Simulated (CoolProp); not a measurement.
Vapour-liquid equilibrium of octamethyltrisiloxane (MDM) (1) + octamethylcyclotetrasiloxane (D4) (2) at 497.3 K; x and y are mole fractions of (1).

Computed with CoolProp (multi-fluid Helmholtz-energy mixture model, Thol 2017 and Thol 2015; pair parameters Bell 2016).

| x | bubble pressure (kPa) | y at the bubble point | dew pressure at overall composition x (kPa) | liquid density (mol/L) |
|---|---|---|---|---|
| 0.05 | 309.1 | 0.073 | 306.0 | 2.334 |
| 0.125 | 323.1 | 0.175 | 316.1 | 2.340 |
| 0.2 | 336.6 | ___ | 326.7 | ___ |
| 0.275 | 349.8 | 0.355 | 337.6 | 2.352 |
| 0.35 | 362.9 | 0.436 | ___ | 2.359 |
| 0.425 | 375.8 | 0.513 | 361.1 | 2.365 |
| 0.5 | 388.8 | ___ | 373.6 | 2.372 |
| 0.575 | 401.8 | 0.656 | 386.8 | 2.378 |
| 0.65 | 415.0 | 0.723 | 400.7 | 2.384 |
| 0.725 | ___ | 0.787 | 415.4 | 2.390 |
| 0.8 | ___ | 0.849 | 431.2 | 2.395 |
| 0.875 | 455.9 | 0.908 | 448.1 | 2.401 |
| 0.95 | 470.0 | 0.964 | 466.4 | 2.405 |

### Question
Complete the blanks.

### Answer

- 0.2, y at the bubble point: 0.268
- 0.2, liquid density (mol/L): 2.346
- 0.35, dew pressure at overall composition x (kPa): 349.1
- 0.5, y at the bubble point: 0.586
- 0.725, bubble pressure (kPa): 428.4
- 0.8, bubble pressure (kPa): 442.0

No azeotrope shows between x = 0.05 and 0.95.

The pair parameters rest on a limited set of measurements; away from them the model extrapolates.
